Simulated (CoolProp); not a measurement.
Propylene at 237.79 K and 0.00944 MPa is compressed adiabatically to 0.043 MPa with isentropic efficiency 0.9. Each further row changes one setting.

Computed with CoolProp (reference Helmholtz-energy equation of state, Lemmon 2013).

```csv
case,work (kJ/kg),final temperature (K),final density (kg/m³)
as stated,___,___,0.730
efficiency 1,___,___,___
efficiency 0.65,122,___,___
```

Task: Complete the blanks.

Result: 
- as stated, work (kJ/kg): 88.1
- as stated, final temperature (K): 300.1
- efficiency 1, work (kJ/kg): 79.3
- efficiency 1, final temperature (K): 294.3
- efficiency 1, final density (kg/m³): 0.744
- efficiency 0.65, final temperature (K): 321.4
- efficiency 0.65, final density (kg/m³): 0.680
